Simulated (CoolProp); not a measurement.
C2F6 (R116) at several states: fugacity coefficient from the reference equation and from simpler models built on Tc = 293.0 K, pc = 3048 kPa, ω = 0.257; each cubic takes its own stable root.

Values from CoolProp's reference Helmholtz-energy equation of state, Lemmon 2006. It is a short technical equation, of lower accuracy than the large ones.

```json
[
 {"T (K)": "373.7", "p (kPa)": "1310", "phase": "gas", "reference": "0.9413"},
 {"T (K)": "383", "p (kPa)": "13.4", "phase": "gas", "reference": "0.9994"},
 {"T (K)": "248.1", "p (kPa)": "30.7", "phase": "gas", "reference": "0.9942"},
 {"T (K)": "274.2", "p (kPa)": "930", "phase": "gas", "reference": "0.8741"}
]
```

How far does each simpler model (Redlich-Kwong, Soave-Redlich-Kwong, Peng-Robinson) lie from the reference over these 4 states: mean and median of the absolute difference, and the worst?


- Redlich-Kwong: mean 0.3 %, median 0.1 %, worst -1.1 % at 373.7 K and 1310 kPa
- Soave-Redlich-Kwong: mean 0.1 %, median 0.0 %, worst -0.1 % at 274.2 K and 930 kPa
- Peng-Robinson: mean 0.6 %, median 0.6 %, worst -1.4 % at 274.2 K and 930 kPa
